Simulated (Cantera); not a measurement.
A freely propagating, adiabatic, planar premixed flame of H2 : O2 : N2 : H2O = 1 : 0.278 : 1.04 : 0.41 (molar parts), equivalence ratio 1.8, unburnt at 448 K and 0.990 bar; mixture-averaged transport, grid criteria slope 0.08 and curve 0.16, no radiation.

Cantera simulation using the H2/O2 subset of GRI-Mech 3.0, which has no nitrogen chemistry; the numbers are that mechanism's predictions, not measurements. Burning velocities carry a grid error of a few per cent, more on coarse grids.

Predict: laminar burning velocity; thermal thickness; peak x(H); peak x(O); peak x(HO2).


| Item | Value |
|---|---|
| laminar burning velocity | 399 cm/s |
| thermal thickness | 0.340 mm |
| peak x(H) | 0.0468 |
| peak x(O) | 0.00225 |
| peak x(HO2) | 0.000527 |
